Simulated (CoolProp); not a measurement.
Saturation properties of ammonia.

Values from CoolProp's reference Helmholtz-energy equation of state, Gao 2020.

```json
[
 {"T (K)": "247.8", "p (MPa)": "0.1490", "liquid density (kg/m³)": "671.7", "vapour density (kg/m³)": "1.276", "liquid cp (kJ/(kg K))": "4.496"},
 {"T (K)": "257.4", "p (MPa)": "0.2287", "liquid density (kg/m³)": "659.5", "vapour density (kg/m³)": "1.908", "liquid cp (kJ/(kg K))": "4.535"},
 {"T (K)": "266.9", "p (MPa)": "0.3377", "liquid density (kg/m³)": "647.1", "vapour density (kg/m³)": "2.754", "liquid cp (kJ/(kg K))": "4.578"},
 {"T (K)": "276.4", "p (MPa)": "0.4839", "liquid density (kg/m³)": "634.2", "vapour density (kg/m³)": "3.873", "liquid cp (kJ/(kg K))": "4.628"},
 {"T (K)": "285.9", "p (MPa)": "0.6753", "liquid density (kg/m³)": "620.9", "vapour density (kg/m³)": "5.324", "liquid cp (kJ/(kg K))": "4.686"},
 {"T (K)": "295.4", "p (MPa)": "0.9204", "liquid density (kg/m³)": "607.1", "vapour density (kg/m³)": "7.178", "liquid cp (kJ/(kg K))": "4.757"},
 {"T (K)": "304.9", "p (MPa)": "1.228", "liquid density (kg/m³)": "592.7", "vapour density (kg/m³)": "9.518", "liquid cp (kJ/(kg K))": "4.843"},
 {"T (K)": "314.4", "p (MPa)": "1.609", "liquid density (kg/m³)": "577.6", "vapour density (kg/m³)": "12.45", "liquid cp (kJ/(kg K))": "4.949"},
 {"T (K)": "323.9", "p (MPa)": "2.073", "liquid density (kg/m³)": "561.7", "vapour density (kg/m³)": "16.09", "liquid cp (kJ/(kg K))": "5.080"},
 {"T (K)": "333.4", "p (MPa)": "2.630", "liquid density (kg/m³)": "544.9", "vapour density (kg/m³)": "20.62", "liquid cp (kJ/(kg K))": "5.247"},
 {"T (K)": "342.9", "p (MPa)": "3.294", "liquid density (kg/m³)": "526.8", "vapour density (kg/m³)": "26.24", "liquid cp (kJ/(kg K))": "5.465"},
 {"T (K)": "352.4", "p (MPa)": "4.074", "liquid density (kg/m³)": "507.3", "vapour density (kg/m³)": "33.27", "liquid cp (kJ/(kg K))": "5.759"},
 {"T (K)": "362", "p (MPa)": "4.996", "liquid density (kg/m³)": "485.6", "vapour density (kg/m³)": "42.26", "liquid cp (kJ/(kg K))": "6.185"},
 {"T (K)": "371.5", "p (MPa)": "6.055", "liquid density (kg/m³)": "461.4", "vapour density (kg/m³)": "53.76", "liquid cp (kJ/(kg K))": "6.840"},
 {"T (K)": "381", "p (MPa)": "7.277", "liquid density (kg/m³)": "433.0", "vapour density (kg/m³)": "69.20", "liquid cp (kJ/(kg K))": "8.001"}
]
```

It boils at 239.8 K under 1 atm.
